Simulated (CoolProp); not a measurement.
A Linde-Hampson liquefier for ethylene: isothermal reversible compression at 320 K from 1 atm to 30 MPa, throttling to 1 atm, return gas leaving the recuperator 5 K below the feed. Each further row changes one setting.

Computed with CoolProp (reference Helmholtz-energy equation of state, Smukala 2000).

```json
[
 {"case": "as stated", "liquid yield per pass": "0.422", "compression work (kJ/kg of gas)": "444"},
 {"case": "as stated", "liquid yield per pass": "0.422", "compression work (kJ/kg of gas)": "444"},
 {"case": "high pressure 60 MPa", "liquid yield per pass": "0.403", "compression work (kJ/kg of gas)": "513"},
 {"case": "warm-end temperature 350 K", "liquid yield per pass": "0.350", "compression work (kJ/kg of gas)": "512"},
 {"case": "warm-end gap 10 K", "liquid yield per pass": "0.416", "compression work (kJ/kg of gas)": "444"},
 {"case": "high pressure 60 MPa", "liquid yield per pass": "0.403", "compression work (kJ/kg of gas)": "513"},
 {"case": "warm-end temperature 350 K", "liquid yield per pass": "0.350", "compression work (kJ/kg of gas)": "512"},
 {"case": "warm-end gap 10 K", "liquid yield per pass": "0.416", "compression work (kJ/kg of gas)": "444"}
]
```
